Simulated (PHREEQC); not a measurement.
**Brackish or sea water: an equilibrium model**

Model water analysis in mg/kgw, 45 °C, pH 7.2, pe 8.8:

```csv
constituent,mg/kgw
Na,2520
K,450
Ca,0.125
Mg,25.5
Cl,4280
S(6) as SO4,10.4
Alkalinity as HCO3,62.9
Si as SiO2,3.48
```

Valence states are taken as typed.

Model: ion-association model, wateq4f.dat, run in PHREEQC.

This is a speciation only: nothing precipitates in the calculation.

Q: Predict the charge-balance error.

A: charge-balance error 0.5 %.

Q: In which forms is C present?

A: HCO3- 88 %, CO2 8.1 %, NaHCO3 3.1 % of the C.

Species that the database lacks are ignored. At this temperature some constants are extrapolated from 25 °C, and those without enthalpy data are left unchanged.
